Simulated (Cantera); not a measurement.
Feed: 1 mol SiCl4, 0.73 mol Cl2, 0.35 mol H2, at 1273.15 K and 0.130 bar.

Method: chemical equilibrium by Gibbs-energy minimisation in Cantera with the NASA 1993 tables (ideal gas, pure condensed phases). Candidate condensed phases: Si; 19 gas species. Equilibrium is a limit: real reactors are often held back by kinetics, nucleation or transport.

Base state: SiCl4 0.478, HCl 0.335, Cl2 0.176, Cl 0.0113 (mole fractions); condensed: gas only.

What changes in the equilibrium state with this change: temperature from 1273.15 K to 525 K?


```json
[
 {"species": "SiCl4", "before": "0.478", "after": "0.481"},
 {"species": "HCl", "before": "0.335", "after": "0.337"},
 {"species": "Cl2", "before": "0.176", "after": "0.183"},
 {"species": "Cl", "before": "0.0113", "after": "<1e-9"}
]
```

What changes in the equilibrium state with this change: H2 from 0.35 to 0.73 mol?


| species | before | after |
|---|---|---|
| HCl | 0.335 | 0.593 |
| SiCl4 | 0.478 | 0.406 |
| Cl | 0.0113 | 0.000154 |
| Cl2 | 0.176 | 3.28e-5 |
| H2 | 2.49e-9 | 4.19e-5 |
| SiCl3 | 2.14e-6 | 0.000133 |
The tables' values for SiCl3 are old estimates; treat these amounts as uncertain.
